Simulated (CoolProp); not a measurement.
Computed with CoolProp (reference Helmholtz-energy equation of state, Smukala 2000).

**Question.** For ethylene, give the phase and the density (kg/m³), cp (kJ/(kg K)), cv (kJ/(kg K)), fugacity coefficient at 286.6 K and 22.4 MPa; 286.6 K and 33.6 MPa.

**Answer.** 
- 286.6 K and 22.4 MPa: supercritical; density 430, cp 2.67, cv 1.42, fugacity coefficient 0.270
- 286.6 K and 33.6 MPa: supercritical; density 457, cp 2.48, cv 1.43, fugacity coefficient 0.242
